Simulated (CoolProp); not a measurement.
Model: reference Helmholtz-energy equation of state, Lemmon 2016, in CoolProp.

Q: Give the vapour pressure (MPa), vapour Z, liquid viscosity (µPa s) of saturated R227EA at 244.1, 261.5 K.

A: 
```
T (K)  p (MPa)  vapour Z  liquid viscosity (µPa s)
-----  -------  --------  ------------------------
244.1   0.0565     0.967                       497
261.5    0.124     0.944                       391
```

Viscosity comes from a separate model (Huber 2003), an estimate that may be off by 10 % or more.
